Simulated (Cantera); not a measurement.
## Transport properties of process gases

Gas mixture: 35.7 % N₂O, 64.3 % O₂, at 0.0940 bar, frozen composition.

Cantera's kinetic-theory transport with the Lennard-Jones parameters of GRI-Mech 3.0, ideal gas; thermal conductivity in the multicomponent form.

```json
[
 {"T (K)": "400", "ρ (kg/m³)": "0.103", "cp (J/kg/K)": "953.9", "μ (µPa s)": "22.9", "λ (mW/m/K)": "30.3", "Pr": "0.722", "D (cm²/s) CO₂": "2.51", "D (cm²/s) N₂": "3.35", "D (cm²/s) NH₃": "3.67"},
 {"T (K)": "500", "ρ (kg/m³)": "0.0821", "cp (J/kg/K)": "1002", "μ (µPa s)": "27.3", "λ (mW/m/K)": "37.7", "Pr": "0.724", "D (cm²/s) CO₂": "3.76", "D (cm²/s) N₂": "4.94", "D (cm²/s) NH₃": "5.60"},
 {"T (K)": "600", "ρ (kg/m³)": "0.0684", "cp (J/kg/K)": "1045", "μ (µPa s)": "31.2", "λ (mW/m/K)": "45.0", "Pr": "0.725", "D (cm²/s) CO₂": "5.20", "D (cm²/s) N₂": "6.76", "D (cm²/s) NH₃": "7.84"},
 {"T (K)": "700", "ρ (kg/m³)": "0.0586", "cp (J/kg/K)": "1083", "μ (µPa s)": "34.8", "λ (mW/m/K)": "52.0", "Pr": "0.726", "D (cm²/s) CO₂": "6.82", "D (cm²/s) N₂": "8.79", "D (cm²/s) NH₃": "10.4"},
 {"T (K)": "800", "ρ (kg/m³)": "0.0513", "cp (J/kg/K)": "1114", "μ (µPa s)": "38.3", "λ (mW/m/K)": "58.7", "Pr": "0.726", "D (cm²/s) CO₂": "8.60", "D (cm²/s) N₂": "11.0", "D (cm²/s) NH₃": "13.2"},
 {"T (K)": "900", "ρ (kg/m³)": "0.0456", "cp (J/kg/K)": "1140", "μ (µPa s)": "41.5", "λ (mW/m/K)": "65.1", "Pr": "0.726", "D (cm²/s) CO₂": "10.5", "D (cm²/s) N₂": "13.4", "D (cm²/s) NH₃": "16.2"},
 {"T (K)": "1000", "ρ (kg/m³)": "0.0410", "cp (J/kg/K)": "1161", "μ (µPa s)": "44.6", "λ (mW/m/K)": "71.3", "Pr": "0.726", "D (cm²/s) CO₂": "12.6", "D (cm²/s) N₂": "16.0", "D (cm²/s) NH₃": "19.5"}
]
```
D: mixture-averaged diffusion coefficient of that species in the mixture.
